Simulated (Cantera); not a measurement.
A freely propagating, adiabatic, planar premixed flame of CH₄ : O₂ : N₂ = 1 : 2 : 7.52 (molar parts), unburnt at 675 K and 135 Torr; mixture-averaged transport, grid criteria slope 0.08 and curve 0.16, no radiation.

Computed with Cantera and GRI-Mech 3.0 (53 species, 325 reactions). Burning velocities carry a grid error of a few per cent, more on coarse grids.

**Question.** Predict: laminar burning velocity; thermal thickness; peak x(H); peak x(C₂H₄); peak x(CO); peak x(O).

**Answer.** 
```json
{
 "laminar_burning_velocity": "223 cm/s",
 "thermal_thickness": "1.42 mm",
 "peak x(H)": "0.0166",
 "peak x(C₂H₄)": "0.000550",
 "peak x(CO)": "0.0602",
 "peak x(O)": "0.00772"
}
```
